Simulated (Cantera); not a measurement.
Charge: 1 mol Si2H6, 2 mol N2O, at 100000 Pa.

These are equilibrium values from Cantera (NASA tables, ideal gas, pure condensed phases), not measurements of a reactor. Candidate condensed phases: H2O, Si, SiO2, Si2N2O, Si3N4; 35 gas species. The feed counts by its element totals alone. Mutual solubility and eutectic melting of coexisting phases are not modelled. The tables hold silica as quartz up to 1696 K and as liquid above; real silica turns to tridymite and cristobalite and melts near 1996 K. Rates play no part. All values below are at 1100 °C.

Base state: H2 0.692, N2 0.308, H2O 0.000268, NH3 3.00e-5 (mole fractions); condensed: SiO2(β-quartz) + Si2N2O(s).

**Question.** What changes in the equilibrium state with this change: N2O from 2 to 0.39 mol?

**Answer.** 
| species | before | after |
|---|---|---|
| H2 | 0.692 | 1.000 |
| N2 | 0.308 | 2.91e-7 |
| NH3 | 3.00e-5 | 5.08e-8 |
| H2O | 0.000268 | 5.64e-9 |
| SiO2(β-quartz), mol | 0.666 | 0 |
| Si2N2O(s), mol | 0.667 | 0.390 |
| Si(s), mol | 0 | 1.22 |

**Question.** What changes in the equilibrium state with this change: N2O from 2 to 10 mol?

**Answer.** 
| species | before | after |
|---|---|---|
| N2 | 0.308 | 0.689 |
| H2O | 0.000268 | 0.207 |
| O2 | <1e-9 | 0.103 |
| H2 | 0.692 | 1.91e-7 |
| NO | <1e-9 | 0.000407 |
| NH3 | 3.00e-5 | <1e-9 |
| SiO2(β-quartz), mol | 0.666 | 2.00 |
| Si2N2O(s), mol | 0.667 | 0 |
Gases not in the tables: Si(OH)4.
